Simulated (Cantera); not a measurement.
# Si + CO2 + H2 (thermal oxidation and active oxidation of silicon)

Feed: 1 mol Si, 0.82 mol CO2, 3.6 mol H2, at 1823.15 K.

Equilibrium computed with Cantera from the NASA thermochemical tables; the gas is ideal and each condensed phase is pure. Candidate condensed phases: C, C6H6, C7H8, C8H18, H2O, Si, SiC, SiO2; 123 gas species. Mutual solubility and eutectic melting of coexisting phases are not modelled. The tables hold silica as quartz up to 1696 K and as liquid above; real silica turns to tridymite and cristobalite and melts near 1996 K. The numbers say what is thermodynamically allowed, not how fast it happens.

```csv
P (Pa),log p H2,log p H,log p SiO,log p CO,log p Si,n SiC(s),n SiO2(condensed)
0.100,-6.37,-6.55,-6.89,-6.89,-7.55,0,0
0.600,-5.48,-6.10,-6.07,-6.07,-6.73,0,0
3.60,-4.65,-5.69,-5.28,-5.28,-5.95,0,0
22,-3.84,-5.28,-4.44,-4.51,-5.78,0.0685,0
130,-3.06,-4.89,-3.65,-3.74,-5.77,0.0863,0
770,-2.28,-4.50,-2.88,-2.97,-5.77,0.0893,0
4600,-1.50,-4.11,-2.10,-2.19,-5.77,0.0899,0
28000,-0.67,-3.70,-1.51,-1.45,-5.84,0.218,0.256
170000,0.18,-3.28,-1.74,-0.74,-6.32,0.379,0.578
1000000,0.95,-2.89,-1.99,0.02,-6.82,0.386,0.610
```
log p: log10 of the partial pressure in bar; n: condensed amount in mol.

From 0.000750 Torr to 0.0270 Torr nothing is condensed. From 0.165 Torr to 34.5 Torr the condensed part is SiC(s). From 210 Torr to 7500 Torr the condensed part is SiC(s) + SiO2(condensed). The main Si-bearing gas is SiO throughout.
